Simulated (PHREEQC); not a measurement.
# Buffer

A solution holds 0.0059 mol/kgw HF, 0.034 mol/kgw K2HPO4 and 6e-05 mol/kgw KCl, at 20 °C. Closed to the air; pH follows from the charge balance.

All values are PHREEQC results (ion-association model, phreeqc.dat), not measurements.

Each row changes one thing in this solution. This is a speciation only: nothing precipitates in the calculation.

```csv
case,pH,ionic strength (mol/kgw),HPO4-2 (mol/kgw),H2PO4- (mol/kgw),KHPO4- (mol/kgw),PO4-3 (mol/kgw)
as made,7.57,0.0935,0.0268,0.00590,0.00131,1.53e-6
KCl left out,7.57,0.0935,0.0268,0.00590,0.00131,1.53e-6
K2HPO4 from 0.034 to 0.0068 mol/kgw,6.25,(withheld),0.000891,0.00589,1.47e-5,1.19e-9
HF left out,(withheld),0.0991,0.0322,0.000125,0.00154,0.000106
K2HPO4 from 0.034 to 0.017 mol/kgw,7.24,0.0445,0.0108,0.00590,(withheld),2.08e-7
temperature from 20 to 80 °C,7.40,0.0938,0.0269,0.00591,0.00117,3.49e-6
```

Question: What belongs in the gaps?

Answer: 
- K2HPO4 from 0.034 to 0.0068 mol/kgw, ionic strength (mol/kgw): 0.0145
- HF left out, pH: 9.31
- K2HPO4 from 0.034 to 0.017 mol/kgw, KHPO4- (mol/kgw): 0.000335

At this temperature some constants are extrapolated from 25 °C, and those without enthalpy data are left unchanged.
